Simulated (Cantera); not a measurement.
# Low-pressure radical oxidation in H2/O2

An isothermal, constant-pressure homogeneous reactor starts with 4.76 % H2, 95.2 % O2, at 1375 K and 1.73 Torr.

Detailed kinetics in Cantera: the H2/O2 subset of GRI-Mech 3.0, which has no nitrogen chemistry. Radical loss at walls, strong at low pressure, is not modelled. The temperature is held fixed by assumption; the heat of reaction is taken as removed at once.

```
t (s)         x H2   x O2     x H2O    x H2O2       x O    x HO2       x H
--------  --------  -----  --------  --------  --------  -------  --------
2.00e-5     0.0476  0.952  4.13e-12    <1e-12  1.90e-10  2.57e-9   2.39e-9
5.53e-5     0.0476  0.952  8.06e-11    <1e-12   1.32e-9  7.11e-9   5.87e-9
0.000153    0.0476  0.952   1.40e-9  3.84e-12   8.16e-9  1.97e-8   1.29e-8
0.000423    0.0476  0.952   2.10e-8  2.90e-11   4.53e-8  5.44e-8   3.01e-8
0.00117     0.0476  0.952   3.52e-7  2.15e-10   3.54e-7  1.50e-7   1.49e-7
0.00323     0.0476  0.952   2.70e-5   1.50e-9   1.98e-5  4.12e-7   7.61e-6
0.00894    0.00452  0.917    0.0354   1.86e-8    0.0281  3.95e-7   0.00723
0.0247    0.000775  0.911    0.0414   9.77e-9    0.0355  3.38e-7   0.00556
0.0684    0.000764  0.912    0.0415   9.76e-9    0.0349  3.37e-7   0.00543
0.189     0.000733  0.914    0.0418   9.72e-9    0.0333  3.33e-7   0.00507
0.523     0.000656  0.918    0.0426   9.57e-9    0.0294  3.22e-7   0.00422
1.45      0.000488  0.927    0.0442   9.05e-9    0.0213  2.90e-7   0.00263
4.00      0.000243  0.939    0.0462   7.41e-9    0.0103  2.17e-7  0.000890
```
x: mole fraction; the columns are a selection and need not sum to one.

Equilibrium at this temperature and pressure: H2 3.21e-7, O2 0.951, H2O 0.0487, H2O2 2.15e-10, O 1.30e-5, HO2 3.48e-8, H 4.07e-8 (gas phase only).
